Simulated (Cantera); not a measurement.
Input: 1 mol Si₃N₄, a varied amount of H₂O, 23 mol H₂, at 748.15 K and 100 Torr.

Equilibrium computed with Cantera from the NASA thermochemical tables; the gas is ideal and each condensed phase is pure. Candidate condensed phases: H₂O, Si, SiO₂, Si₂N₂O, Si₃N₄; 35 gas species. The numbers say what is thermodynamically allowed, not how fast it happens.

Question: At 12 mol H₂O, list the 4 most abundant gas species with their mole fractions, and the condensed phases.

Answer: H₂ 0.784, H₂O 0.162, N₂ 0.0540, NH₃ 0.000112. Condensed: SiO₂(α-quartz).
